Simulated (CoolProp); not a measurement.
A single-stage vapour-compression cycle with R1233zd(E): evaporating at 312.15 K (dew point), condensing at 380.15 K (bubble point), superheat 8 K, subcooling 8 K, compressor efficiency 0.7, no pressure losses. Each further row changes one setting.

Values from CoolProp's reference Helmholtz-energy equation of state, Akasaka 2022.

```csv
case,cooling COP,pressure ratio,discharge temperature (K),refrigerating effect (kJ/kg),volumetric capacity (kJ/m³)
as stated,2.35,5.79,391.6,113,1230
evaporating temperature 317.15 K,2.65,___,391.0,___,1480
condensing temperature 375.15 K,2.65,___,___,119,1310
subcooling 13 K,___,5.79,391.6,119,1310
superheat 18 K,2.42,5.79,401.6,___,1280
compressor efficiency 0.6,2.01,5.79,399.0,113,1230
```

### Question
Fill in the missing entries.

### Answer

- evaporating temperature 317.15 K, pressure ratio: 4.95
- evaporating temperature 317.15 K, refrigerating effect (kJ/kg): 116
- condensing temperature 375.15 K, pressure ratio: 5.21
- condensing temperature 375.15 K, discharge temperature (K): 386.7
- subcooling 13 K, cooling COP: 2.49
- superheat 18 K, refrigerating effect (kJ/kg): 121
